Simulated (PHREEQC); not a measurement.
Model water analysis in mg/kgw, 23 °C, pH 7.27, pe 9.5: Na 147; K 206; Ca 30; Mg 6.28; Cl 20.7; S(6) as SO4 105; Alkalinity as HCO3 644; Sr 0.288; B 0.0882; Si as SiO2 0.169.

Valence states are taken as typed.

Model: ion-association model, phreeqc.dat, run in PHREEQC.

This is a speciation only: nothing precipitates in the calculation.

Question: Predict the specific conductance, charge-balance error.

Answer: specific conductance 1270 µS/cm; charge-balance error 1.4 %.

Question: In which forms is S present?

Answer: SO4-2 91 %, CaSO4 4.0 %, KSO4- 2.0 %, NaSO4- 1.8 %, MgSO4 1.7 % of the S.
